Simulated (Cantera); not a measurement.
## Thermodynamics of iron carbonyl, mercury and lead vapours, feed Fe(CO)5 + H2

Feed: 1 mol Fe(CO)5, 0.042 mol H2, at 75.0 Torr.

Method: chemical equilibrium by Gibbs-energy minimisation in Cantera with the NASA 1993 tables (ideal gas, pure condensed phases). Candidate condensed phases: C, C6H6, C7H8, C8H18, Fe, Fe(CO)5, FeO, Fe(OH)2, Fe(OH)3, Fe2O3, Fe3O4, H2O; 114 gas species. Iron dissolves carbon and melts from about 1420 K in contact with it, which pure phases cannot show. Condensed phases not in the tables: cementite and carbon dissolved in iron. The numbers say what is thermodynamically allowed, not how fast it happens.

| T (°C) | log p CO | log p H2 | log p CO2 | log p H2O | n C(graphite) | n Fe(α) | n Fe(γ) |
|---|---|---|---|---|---|---|---|
| 877 | -1.01 | -3.08 | -3.41 | -5.41 | 0.0195 | 1.00 | 0 |
| 902 | -1.00 | -3.08 | -3.58 | -5.54 | 0.0135 | 1.00 | 0 |
| 927 | -1.00 | -3.08 | -3.73 | -5.67 | 0.00943 | 0 | 1.00 |
| 952 | -1.00 | -3.08 | -3.88 | -5.79 | 0.00669 | 0 | 1.00 |
| 977 | -1.00 | -3.08 | -4.02 | -5.91 | 0.00482 | 0 | 1.00 |
| 1002 | -1.00 | -3.08 | -4.16 | -6.02 | 0.00352 | 0 | 1.00 |
| 1027 | -1.00 | -3.08 | -4.29 | -6.12 | 0.00260 | 0 | 1.00 |
| 1052 | -1.00 | -3.08 | -4.42 | -6.23 | 0.00194 | 0 | 1.00 |
| 1077 | -1.00 | -3.08 | -4.54 | -6.33 | 0.00147 | 0 | 1.00 |
| 1102 | -1.00 | -3.08 | -4.66 | -6.42 | 0.00112 | 0 | 1.00 |
| 1127 | -1.00 | -3.08 | -4.77 | -6.51 | 0.000865 | 0 | 1.000 |
| 1152 | -1.00 | -3.08 | -4.88 | -6.60 | 0.000674 | 0 | 1.000 |
| 1177 | -1.00 | -3.08 | -4.99 | -6.69 | 0.000530 | 0 | 1.000 |
log p: log10 of the partial pressure in bar; n: condensed amount in mol.

From 877 °C to 902 °C the condensed part is C(graphite) + Fe(α). From 927 °C to 1177 °C the condensed part is C(graphite) + Fe(γ).
